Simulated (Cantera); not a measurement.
A Cantera script and its output.

```python
import numpy as np
import cantera as ct

gas = ct.Solution("gri30.yaml")
gas.TPX = 1975, 2300, {'NO': 1, 'N2': 0.18}
reactor = ct.IdealGasConstPressureReactor(gas, energy="off", clone=False)
net = ct.ReactorNet([reactor])
net.rtol, net.atol = 1e-08, 1e-18
show = ['NO', 'N2', 'O2', 'O', 'NO2', 'N2O']
times = np.geomspace(2e-06, 20, 9)

steps = ct.SolutionArray(gas, extra=["t"])
rows = []
print(f"{'t/s':>10s}{'T/K':>9s}{'P/Pa':>11s}" + "".join(f"{s:>11s}" for s in show))
for t in times:
    while net.time < t:
        t_next = net.step()
        steps.append(gas.state, t=t_next)
    rows.append([np.interp(t, steps.t, y) for y in (steps.T, steps.P, *steps(*show).X.T)])
    print(f"{t:10.3e}{rows[-1][0]:9.1f}{rows[-1][1]:11.4g}" + "".join(f"{x:11.3e}" for x in rows[-1][2:]))
rate = np.gradient(steps.T, steps.t)
print("integrator steps:", len(steps.t))
if steps.T.max() > steps.T[0] + 200:
    print(f"time of steepest temperature rise: {steps.t[rate.argmax()]:.4e} s")
gas.TPX = 1975, 2300, {'NO': 1, 'N2': 0.18}
gas.equilibrate("TP")
print(f"equilibrium (TP): T = {gas.T:.1f} K  " + "  ".join(f"{s} {gas[s].X[0]:.3e}" for s in show))
```

Result:

```
       t/s      T/K       P/Pa         NO         N2         O2          O        NO2        N2O
 2.000e-06   1975.0       2300  8.475e-01  1.525e-01  8.341e-13  3.193e-08  1.270e-12  3.193e-08
 1.500e-05   1975.0       2300  8.475e-01  1.525e-01  4.694e-11  2.395e-07  7.139e-11  2.394e-07
 1.125e-04   1975.0       2300  8.475e-01  1.525e-01  2.644e-09  1.797e-06  3.982e-09  1.791e-06
 8.434e-04   1975.0       2300  8.474e-01  1.525e-01  1.501e-07  1.352e-05  2.095e-07  1.319e-05
 6.325e-03   1975.0       2300  8.472e-01  1.526e-01  9.592e-06  1.056e-04  7.241e-06  8.659e-05
 4.743e-02   1975.0       2300  8.451e-01  1.534e-01  7.159e-04  5.371e-04  3.647e-05  2.530e-04
 3.557e-01   1975.0       2300  8.264e-01  1.627e-01  9.926e-03  6.894e-04  5.377e-05  2.366e-04
 2.667e+00   1975.0       2300  6.740e-01  2.388e-01  8.575e-02  1.218e-03  1.119e-04  1.317e-04
 2.000e+01   1975.0       2300  1.007e-01  5.253e-01  3.718e-01  2.241e-03  3.637e-05  2.275e-06
integrator steps: 725
equilibrium (TP): T = 1975.0 K  NO 8.613e-03  N2 5.713e-01  O2 4.177e-01  O 2.362e-03  NO2 3.310e-06  N2O 6.267e-08
```

Cantera simulation using GRI-Mech 3.0 (53 species, 325 reactions); the numbers are that mechanism's predictions, not measurements. Radical loss at walls, strong at low pressure, is not modelled.
